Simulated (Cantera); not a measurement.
Low-pressure radical oxidation in H2/O2

An isothermal, constant-pressure homogeneous reactor starts with 1.86 % H₂, 98.1 % O₂, at 900 K and 20.0 Torr.

Detailed kinetics in Cantera: the H2/O2 subset of GRI-Mech 3.0, which has no nitrogen chemistry. Radical loss at walls, strong at low pressure, is not modelled. Below about 950 K walls govern HO2 and H2O2 in real vessels.

```json
[
 {"t (s)": "6.00e-5", "x H₂": "0.0186", "x O₂": "0.981", "x H₂O": "<1e-12", "x H₂O₂": "<1e-12", "x OH": "<1e-12", "x H": "<1e-12", "x HO₂": "1.03e-12"},
 {"t (s)": "0.000182", "x H₂": "0.0186", "x O₂": "0.981", "x H₂O": "<1e-12", "x H₂O₂": "<1e-12", "x OH": "1.06e-12", "x H": "2.04e-12", "x HO₂": "3.20e-12"},
 {"t (s)": "0.000553", "x H₂": "0.0186", "x O₂": "0.981", "x H₂O": "7.41e-12", "x H₂O₂": "<1e-12", "x OH": "5.47e-12", "x H": "5.86e-12", "x HO₂": "1.03e-11"},
 {"t (s)": "0.00168", "x H₂": "0.0186", "x O₂": "0.981", "x H₂O": "1.65e-10", "x H₂O₂": "<1e-12", "x OH": "5.53e-11", "x H": "4.82e-11", "x HO₂": "4.27e-11"},
 {"t (s)": "0.00510", "x H₂": "0.0186", "x O₂": "0.981", "x H₂O": "6.88e-8", "x H₂O₂": "<1e-12", "x OH": "1.92e-8", "x H": "1.63e-8", "x HO₂": "5.56e-9"},
 {"t (s)": "0.0155", "x H₂": "0.00426", "x O₂": "0.977", "x H₂O": "0.0132", "x H₂O₂": "4.51e-7", "x OH": "0.000832", "x H": "0.00163", "x HO₂": "1.40e-5"},
 {"t (s)": "0.0470", "x H₂": "0.000206", "x O₂": "0.981", "x H₂O": "0.0186", "x H₂O₂": "1.12e-7", "x OH": "8.27e-5", "x H": "1.49e-5", "x HO₂": "3.42e-6"},
 {"t (s)": "0.143", "x H₂": "4.11e-5", "x O₂": "0.981", "x H₂O": "0.0188", "x H₂O₂": "4.79e-8", "x OH": "2.42e-5", "x H": "7.09e-7", "x HO₂": "9.73e-7"},
 {"t (s)": "0.434", "x H₂": "8.81e-6", "x O₂": "0.981", "x H₂O": "0.0188", "x H₂O₂": "2.35e-8", "x OH": "9.50e-6", "x H": "4.79e-8", "x HO₂": "2.79e-7"},
 {"t (s)": "1.32", "x H₂": "1.48e-6", "x O₂": "0.981", "x H₂O": "0.0188", "x H₂O₂": "1.03e-8", "x OH": "4.02e-6", "x H": "3.36e-9", "x HO₂": "6.57e-8"},
 {"t (s)": "4.00", "x H₂": "1.61e-7", "x O₂": "0.981", "x H₂O": "0.0188", "x H₂O₂": "3.84e-9", "x OH": "1.71e-6", "x H": "2.35e-10", "x HO₂": "1.29e-8"}
]
```
x: mole fraction; the columns are a selection and need not sum to one.

Equilibrium at this temperature and pressure: H₂ <1e-12, O₂ 0.981, H₂O 0.0188, H₂O₂ 2.07e-12, OH 2.08e-8, H <1e-12, HO₂ 8.78e-11 (gas phase only).
